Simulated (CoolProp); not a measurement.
Values from CoolProp's reference Helmholtz-energy equation of state, Lemmon 2013.

Task: Give the vapour pressure (kPa), vapour density (kg/m³), surface tension (mN/m) of saturated propylene at 16.45, 41.05 °C.

Result: 
| T (°C) | p (kPa) | vapour density (kg/m³) | surface tension (mN/m) |
|---|---|---|---|
| 16.45 | 927 | 19.5 | 8.04 |
| 41.05 | 1690 | 36.6 | 5.00 |

Surface tension comes from a separate correlation (Mulero 2012).
